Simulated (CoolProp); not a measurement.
A single-stage vapour-compression cycle with the fluid: evaporating at 197.15 K (dew point), condensing at 260.15 K (bubble point), superheat 10 K, subcooling 8 K, compressor efficiency 0.6, no pressure losses. The same conditions are run with several fluids, on thermodynamics alone (safety and materials aside).

Values from CoolProp's reference Helmholtz-energy equation of state of each fluid (R125: Lemmon 2005; propane: Lemmon 2009; R13: Platzer 1990; ethane: Bücker 2006; propylene: Lemmon 2013). The equations of Platzer and Polt are older, rougher fits.

Q: Rank R125, propane, R13, ethane, propylene by cooling COP, highest first.

A: propane (1.53), propylene (1.52), R125 (1.48), ethane (1.40), R13 (1.39)

```
fluid      pressure ratio  discharge temperature (K)  refrigerating effect (kJ/kg)  volumetric capacity (kJ/m³)
---------  --------------  -------------------------  ----------------------------  ---------------------------
R125                 21.3                      325.4                           123                          177
propane              18.5                      353.4                           349                          152
R13                  10.4                      334.6                          98.6                          837
ethane               9.02                      358.9                           338                         1180
propylene            17.3                      368.9                           360                          200
```
